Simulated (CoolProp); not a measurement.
Saturated liquid density (kg/m³) of R21: the reference equation beside estimates from Tc = 452.7 K, pc = 5.289 MPa, ω = 0.206.

Values from CoolProp's reference Helmholtz-energy equation of state, Platzer 1990. This equation is an older, rougher fit; its heat capacities, sound speeds and derivatives of the liquid may be far off and weren't checked against measurements.

```csv
T (K),reference,Redlich-Kwong,Peng-Robinson
281.8,1406,1288,1491
286,1396,1278,1481
290.2,1386,?,1470
294.3,1377,1257,1460
298.5,1367,1246,1449
302.7,?,1235,1438
306.9,1346,1224,1426
311.1,1336,1213,?
315.3,1325,?,1402
319.4,1315,1190,1390
323.6,1304,1177,1377
```

Problem. Some entries are withheld; supply them.

Solution. 
- 290.2, Redlich-Kwong: 1267
- 302.7, reference: 1357
- 311.1, Peng-Robinson: 1414
- 315.3, Redlich-Kwong: 1201

Absolute difference from the reference over all 11 rows, mean and median: Redlich-Kwong 9.0 and 9.0 %, Peng-Robinson 5.9 and 6.0 %.
